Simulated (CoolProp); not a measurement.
Vapour-liquid equilibrium of carbon dioxide (1) + CH2F2 (R32) (2) at 614 kPa; x and y are mole fractions of (1).

Values from CoolProp's multi-fluid Helmholtz-energy mixture model, Span 1996 and Tillner-Roth 1997; pair parameters Bell 2016.

| x | bubble temperature, mixture model (K) | bubble temperature, Raoult's law (K) | y, mixture model | y, Raoult's law |
|---|---|---|---|---|
| 0.05 | 260.1 | 259.9 | 0.174 | 0.196 |
| 0.2 | 248.6 | 248.6 | 0.526 | 0.556 |
| 0.35 | 240.2 | 240.4 | 0.718 | 0.742 |
| 0.5 | 233.9 | 234.2 | 0.829 | 0.849 |
| 0.65 | 229.0 | 229.2 | 0.900 | 0.916 |
| 0.8 | 225.0 | 225.1 | 0.950 | 0.961 |
| 0.95 | 221.6 | 221.6 | 0.989 | 0.992 |

The largest gap from Raoult's law is -0.3 K in bubble temperature, at x = 0.5. No azeotrope shows between x = 0.05 and 0.95.

The pair parameters rest on a limited set of measurements; away from them the model extrapolates. The gap from Raoult's law changes sign with composition, which may be real or a fault of the pair parameters; it wasn't checked against measurements.
